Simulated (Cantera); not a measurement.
Feed: 1 mol Fe, 8.7 mol H2O, 5.9 mol CO, equilibrated at 1748.15 K and 0.320 bar.

These are equilibrium values from Cantera (NASA tables, ideal gas, pure condensed phases), not measurements of a reactor. Candidate condensed phases: C, C6H6, C7H8, C8H18, Fe, Fe(CO)5, FeO, Fe(OH)2, Fe(OH)3, Fe2O3, Fe3O4, H2O; 114 gas species. The tables' stoichiometric FeO is somewhat more stable than real wüstite, so its field is too wide. FeO: taken at fixed stoichiometry. The numbers say what is thermodynamically allowed, not how fast it happens.

Base state: H2O 0.389, CO 0.266, H2 0.207, CO2 0.138, H 0.000184, Fe(OH)2 4.15e-5, OH 2.02e-5, Fe 1.04e-5 (mole fractions); condensed: FeO(l).

### Question
What changes in the equilibrium state with this change: temperature from 1748.15 K to 1275 K?

### Answer
| species | before | after |
|---|---|---|
| H2O | 0.389 | 0.345 |
| H2 | 0.207 | 0.251 |
| CO | 0.266 | 0.221 |
| CO2 | 0.138 | 0.183 |
| Fe(OH)2 | 4.15e-5 | 4.22e-7 |
| Fe | 1.04e-5 | <1e-9 |
| OH | 2.02e-5 | 1.04e-8 |
| H | 0.000184 | 6.53e-7 |
| FeO(l), mol | 0.999 | 0 |
| FeO(s), mol | 0 | 1.000 |

### Question
What changes in the equilibrium state with this change: H2O from 8.7 to 0.29 mol?

### Answer
```tsv
species	before	after
CO	0.266	0.913
CO2	0.138	0.0404
H2	0.207	0.0404
H2O	0.389	0.00645
Fe	1.04e-5	4.23e-5
Fe(OH)2	4.15e-5	2.38e-7
OH	2.02e-5	7.58e-7
H	0.000184	8.12e-5
FeO(l), mol	0.999	0
Fe(δ), mol	0	1.000
```

### Question
What changes in the equilibrium state with this change: temperature from 1748.15 K to 948.15 K?

### Answer
```tsv
species	before	after
H2	0.207	0.316
H2O	0.389	0.279
CO2	0.138	0.249
CO	0.266	0.156
Fe(OH)2	4.15e-5	<1e-9
CH4	<1e-9	0.000298
H	0.000184	<1e-9
OH	2.02e-5	<1e-9
Fe	1.04e-5	<1e-9
FeO(l), mol	0.999	0
FeO(s), mol	0	1.00
```
